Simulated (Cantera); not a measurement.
An adiabatic, constant-volume homogeneous reactor starts with CH3OH : O2 : N2 = 1 : 0.833 : 3.13 (molar parts), equivalence ratio 1.8, at 1350 K and 6.50 bar. Integrator tolerance rtol = 1e-08.

Computed with Cantera and GRI-Mech 3.0 (53 species, 325 reactions). GRI-Mech 3.0 was tuned for natural gas; its chemistry of methanol as a main component is partial and can be far from experiment.

### Question
What does this change do: initial temperature 1350 to 973 K?

### Answer
```csv
quantity,before,after
time of steepest temperature rise,0.187 ms,0.201 s
temperature at 3.00 s,2895 K,2643 K
equilibrium temperature,2895 K,2643 K
x(CH3OH) at 3.00 s,2.83e-12 (gas-phase equilibrium 2.93e-12),6.68e-12 (gas-phase equilibrium 6.88e-12)
x(O2) at 3.00 s,0.000308 (gas-phase equilibrium 0.000308),3.32e-5 (gas-phase equilibrium 3.32e-5)
x(H2O2) at 3.00 s,2.38e-7 (gas-phase equilibrium 2.38e-7),5.74e-8 (gas-phase equilibrium 5.74e-8)
x(HCO) at 3.00 s,1.52e-6 (gas-phase equilibrium 1.52e-6),9.31e-7 (gas-phase equilibrium 9.31e-7)
x(C2H6) at 3.00 s,<1e-12 (gas-phase equilibrium <1e-12),<1e-12 (gas-phase equilibrium <1e-12)
x(H2) at 3.00 s,0.0948 (gas-phase equilibrium 0.0948),0.0968 (gas-phase equilibrium 0.0968)
x(C2H) at 3.00 s,<1e-12 (gas-phase equilibrium <1e-12),<1e-12 (gas-phase equilibrium <1e-12)
```
Below about 1000 K GRI-Mech 3.0 lacks low-temperature oxidation paths.
